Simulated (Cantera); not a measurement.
What does this Cantera script print?

```python
import numpy as np
import cantera as ct

gas = ct.Solution("gri30.yaml")


def delay(T, t_max=10):
    gas.TPX = T, 1000000, {'CO': 1, 'H2': 0.35, 'O2': 0.563, 'N2': 2.59, 'H2O': 0.3}
    reactor = ct.IdealGasConstPressureReactor(gas, clone=False)
    net = ct.ReactorNet([reactor])
    net.rtol, net.atol = 1e-8, 1e-16
    while net.time < t_max:
        t_old, T_old = net.time, reactor.T
        net.step()
        if reactor.T > T + 400:  # ignition: a rise of 400 K
            return t_old + (T + 400 - T_old) / (reactor.T - T_old) * (net.time - t_old)
    return np.nan


taus = []
for T in [925, 1025, 1125, 1225, 1325, 1425]:
    taus.append(delay(T))
    print(f"T0 = {T:6g} K   tau = {taus[-1]:.4e} s")
```

Result:

```
T0 =    925 K   tau = 3.3953e-02 s
T0 =   1025 K   tau = 3.0206e-03 s
T0 =   1125 K   tau = 3.7199e-04 s
T0 =   1225 K   tau = 5.2345e-05 s
T0 =   1325 K   tau = 1.1003e-05 s
T0 =   1425 K   tau = 4.8564e-06 s
```

Detailed kinetics in Cantera: GRI-Mech 3.0 (53 species, 325 reactions). The hydrogen kinetics of GRI-Mech 3.0 are dated; newer H2 mechanisms differ, most at raised pressure. Below about 950 K walls govern HO2 and H2O2 in real vessels.
